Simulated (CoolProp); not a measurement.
The fluoroketone C6F12O (FK-5-1-12) along the isotherm 39.25 °C: fugacity coefficient from the reference equation and from simpler models built on Tc = 168.7 °C, pc = 18.69 bar, ω = 0.471; each cubic takes its own stable root.

Values from CoolProp's reference Helmholtz-energy equation of state, McLinden 2015.

```csv
p (bar),phase,reference
0.0296,gas,0.9980
0.0673,gas,0.9955
0.153,gas,0.9897
0.348,gas,0.9766
0.793,liquid,0.8550
1.8,liquid,0.3796
4.11,liquid,0.1693
9.35,liquid,0.07751
```

Q: How far does each simpler model (Redlich-Kwong, Peng-Robinson) lie from the reference over these 8 states: mean and median of the absolute difference, and the worst?

A: 
- Redlich-Kwong: mean 54.0 %, median 6.6 %, worst +140.7 % at 39.25 °C and 9.35 bar
- Peng-Robinson: mean 0.5 %, median 0.5 %, worst +0.9 % at 39.25 °C and 0.793 bar

At some of these states Redlich-Kwong gives the other phase, because its saturation line lies elsewhere.
